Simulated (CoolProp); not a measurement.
Vapour-liquid equilibrium of dimethyl ether (1) + isobutane (2) at -71.95 °C; x and y are mole fractions of (1).

Values from CoolProp's multi-fluid Helmholtz-energy mixture model, Wu 2011 and Bücker 2006; pair parameters Bell 2016.

```json
[
 {"x": "0.05", "bubble pressure (kPa)": "4.769", "y at the bubble point": "0.169", "dew pressure at overall composition x (kPa)": "4.323", "liquid density (mol/L)": "11.50"},
 {"x": "0.15", "bubble pressure (kPa)": "5.706", "y at the bubble point": "0.368", "dew pressure at overall composition x (kPa)": "4.691", "liquid density (mol/L)": "11.92"},
 {"x": "0.25", "bubble pressure (kPa)": "6.361", "y at the bubble point": "0.483", "dew pressure at overall composition x (kPa)": "5.117", "liquid density (mol/L)": "12.38"},
 {"x": "0.35", "bubble pressure (kPa)": "6.819", "y at the bubble point": "0.560", "dew pressure at overall composition x (kPa)": "5.608", "liquid density (mol/L)": "12.87"},
 {"x": "0.45", "bubble pressure (kPa)": "7.143", "y at the bubble point": "0.618", "dew pressure at overall composition x (kPa)": "6.166", "liquid density (mol/L)": "13.40"},
 {"x": "0.55", "bubble pressure (kPa)": "7.372", "y at the bubble point": "0.668", "dew pressure at overall composition x (kPa)": "6.762", "liquid density (mol/L)": "13.98"},
 {"x": "0.65", "bubble pressure (kPa)": "7.530", "y at the bubble point": "0.717", "dew pressure at overall composition x (kPa)": "7.295", "liquid density (mol/L)": "14.61"},
 {"x": "0.75", "bubble pressure (kPa)": "7.621", "y at the bubble point": "0.771", "dew pressure at overall composition x (kPa)": "7.596", "liquid density (mol/L)": "15.29"},
 {"x": "0.85", "bubble pressure (kPa)": "7.625", "y at the bubble point": "0.838", "dew pressure at overall composition x (kPa)": "7.616", "liquid density (mol/L)": "16.04"},
 {"x": "0.95", "bubble pressure (kPa)": "7.490", "y at the bubble point": "0.934", "dew pressure at overall composition x (kPa)": "7.456", "liquid density (mol/L)": "16.86"}
]
```

y crosses x between x = 0.75 and 0.85: the model has an azeotrope there.

The pair parameters rest on a limited set of measurements; away from them the model extrapolates.
